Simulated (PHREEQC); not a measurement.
Dissolve 0.079 mol/kgw NH4HF2, 0.055 mol/kgw H2SiF6, 0.00016 mol/kgw H3PO4 and 0.027 mol/kgw HCl at 20 °C. Closed to the air; pH follows from the charge balance.

All values are PHREEQC results (ion-association model, wateq4f.dat), not measurements.

The ionic strength comes out as 0.195 mol/kgw. What activity coefficients do SiF6-2, F-, HF2-, NH4+, H+ get?

SiF6-2 0.30, F- 0.71, HF2- 0.71, NH4+ 0.75, H+ 0.80.

This is a speciation only: nothing precipitates in the calculation. wateq4f.dat counts part of the HF as a dimer, H2F2, which phreeqc.dat doesn't know; its constant is uncertain. H3PO4, which wateq4f.dat lacks, is added to it with the constant of phreeqc.dat. SiF6-2 is the database's only silicon fluoride.
